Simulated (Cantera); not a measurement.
A closed system holds: 1 mol Fe(CO)₅, 47 mol N₂, 0.036 mol H₂, held at 1025 °C and 4.50 mbar.

These are equilibrium values from Cantera (NASA tables, ideal gas, pure condensed phases), not measurements of a reactor. Candidate condensed phases: C, C₆H₆, C₇H₈, C₈H₁₈, Fe, Fe(CO)₅, FeO, Fe(OH)₂, Fe(OH)₃, Fe₂O₃, Fe₃O₄, H₂O; 140 gas species. Kinetics and transport are ignored.

Question: What is the equilibrium state?

Answer: 
| Property | Value |
|---|---|
| x(N₂) | 0.903 |
| x(CO) | 0.0961 |
| x(H₂) | 0.000691 |
| x(HCN) | 1.06e-6 |
| x(CO₂) | 1.05e-6 |
| n(Fe(γ)) | 1.000 mol |
| gas amount | 52.04 mol |
| log10 activity of C(graphite) (absent) | -0.68 |
| log10 activity of Fe(OH)₂(s) (absent) | -19.81 |
| log10 activity of Fe(OH)₃(s) (absent) | -32.12 |
